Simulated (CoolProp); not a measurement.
Vapour-liquid equilibrium of p-xylene (1) + n-decane (2) at 489.4 K; x and y are mole fractions of (1).

Values from CoolProp's multi-fluid Helmholtz-energy mixture model, Zhou 2012 and Lemmon 2006; pair parameters Bell 2016.

```
x     bubble pressure, mixture model (MPa)  bubble pressure, Raoult's law (MPa)  y, mixture model  y, Raoult's law
----  ------------------------------------  -----------------------------------  ----------------  ---------------
0.05                                0.2803                               0.2799        (withheld)            0.100
0.15                            (withheld)                               0.3094             0.256            0.272
0.25                            (withheld)                               0.3389             0.391            0.413
0.35                                0.3693                               0.3684             0.506            0.532
0.45                                0.3986                               0.3979        (withheld)            0.633
0.55                            (withheld)                               0.4274             0.695            0.721
0.65                                0.4569                               0.4569        (withheld)            0.797
0.75                                0.4862                               0.4864             0.846            0.864
0.85                                0.5156                               0.5159        (withheld)            0.923
0.95                                0.5453                               0.5454             0.972            0.976
```

**Question.** What belongs in the gaps?

**Answer.** 
- 0.05, y, mixture model: 0.094
- 0.15, bubble pressure, mixture model (MPa): 0.3102
- 0.25, bubble pressure, mixture model (MPa): 0.3399
- 0.45, y, mixture model: 0.607
- 0.55, bubble pressure, mixture model (MPa): 0.4278
- 0.65, y, mixture model: 0.774
- 0.85, y, mixture model: 0.911

The largest gap from Raoult's law is +0.3 % in bubble pressure, at x = 0.25. No azeotrope shows between x = 0.05 and 0.95.

The pair parameters rest on a limited set of measurements; away from them the model extrapolates.
